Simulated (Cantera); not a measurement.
## Carbothermic reduction: PbO + CH4 + H2

Charge: 1 mol PbO, 1.8 mol CH4, 9.2 mol H2, at 1050 Torr.

Equilibrium computed with Cantera from the NASA thermochemical tables; the gas is ideal and each condensed phase is pure. Candidate condensed phases: C, C6H6, C7H8, C8H18, H2O, Pb, PbO, PbO2, Pb3O4; 113 gas species. The numbers say what is thermodynamically allowed, not how fast it happens.

```
T (K)   x H2     x CH4     x H2O      x CO      x Pb       x H  x C2H2 (acetylene)  n Pb(l)  n C(graphite)
-----  -----  --------  --------  --------  --------  --------  ------------------  -------  -------------
800    0.747     0.163    0.0896  0.000567   4.39e-8  2.12e-12              <1e-12     1.00              0
950    0.803     0.116    0.0450    0.0328   3.59e-6  4.21e-10            1.29e-10    1.000              0
1100   0.885    0.0394   0.00746    0.0673   8.65e-5   2.06e-8             1.18e-8    0.999          0.387
1250   0.913    0.0128   0.00138    0.0719  0.000955   3.90e-7             2.30e-7    0.987          0.645
1400   0.916   0.00508  0.000344    0.0720   0.00622   3.94e-6             2.31e-6    0.914          0.735
1550   0.899   0.00230  0.000108    0.0705    0.0280   2.52e-5             1.44e-5    0.604          0.768
1700   0.863   0.00114   3.94e-5    0.0676    0.0675  0.000116             6.34e-5        0          0.782
1850   0.863  0.000683   1.83e-5    0.0676    0.0675  0.000423            0.000226        0          0.783
2000   0.863  0.000442   9.56e-6    0.0675    0.0675   0.00128            0.000663        0          0.774
2150   0.860  0.000304   5.47e-6    0.0675    0.0674   0.00331             0.00167        0          0.746
2300   0.854  0.000219   3.36e-6    0.0673    0.0673   0.00756             0.00369        0          0.686
2450   0.843  0.000162   2.18e-6    0.0671    0.0670    0.0156             0.00735        0          0.575
2600   0.824  0.000122   1.47e-6    0.0666    0.0666    0.0294              0.0134        0          0.388
```
x: gas mole fraction; n: condensed amount in mol.

From 800 K to 950 K the condensed part is Pb(l). From 1100 K to 1550 K the condensed part is C(graphite) + Pb(l). From 1700 K to 2600 K the condensed part is C(graphite). The main Pb-bearing gas is Pb throughout.
